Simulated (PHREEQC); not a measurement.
Solution (25 °C): 0.15 mol ZnCl2, 0.057 mol NaCl and 0.0017 mol MnSO4 per kg of water. Closed to the air; pH follows from the charge balance.

Computed with PHREEQC (ion-association model, wateq4f.dat).

| quantity | before | after |
|---|---|---|
| pH | 4.88 | 4.75 |
| ionic strength (mol/kgw) | 0.442 | 0.360 |
| Cl- (mol/kgw) | 0.318 | 0.271 |
| Mn+2 (mol/kgw) | 0.00127 | 0.00132 |
| SO4-2 (mol/kgw) | 0.000685 | 0.000739 |
| MnCl+ (mol/kgw) | 0.000402 | 0.000350 |
| SI of Halite (NaCl) | -3.66 | -3.81 |
| SI of Mirabilite (Na2SO4:10H2O) | -5.54 | -6.98 |

Task: Which change was made?
A. ZnCl2 left out
B. MnSO4 from 0.0017 to 0.0085 mol/kgw
C. NaCl from 0.057 to 0.0057 mol/kgw
D. temperature from 25 to 60 °C

Result: D, temperature from 25 to 60 °C

Precipitation was switched off in this run. Constants without temperature data keep their 25 °C values here.
